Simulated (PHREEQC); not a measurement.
## Polishing slurry liquid

Consider water at 20 °C with 4.7 mmol/kgw KOH and 0.41 mmol/kgw H4SiO4. Closed to the air; pH follows from the charge balance.

The numbers come from PHREEQC with the ion-association model, phreeqc.dat.

* **pH**: 11.76
* **ionic strength**: 0.00471 mol/kgw
* **total alkalinity**: 4.70 meq/kg

```json
[
 {"species": "K+", "molality": "0.00470", "activity": "0.00436", "log γ": "-0.032"},
 {"species": "OH-", "molality": "0.00428", "activity": "0.00398", "log γ": "-0.032"},
 {"species": "H3SiO4-", "molality": "0.000391", "activity": "0.000364", "log γ": "-0.032"},
 {"species": "H2SiO4-2", "molality": "1.37e-5", "activity": "1.03e-5", "log γ": "-0.124"},
 {"species": "H4SiO4", "molality": "5.08e-6", "activity": "5.08e-6", "log γ": "0.000"}
]
```

No solid was allowed to form.
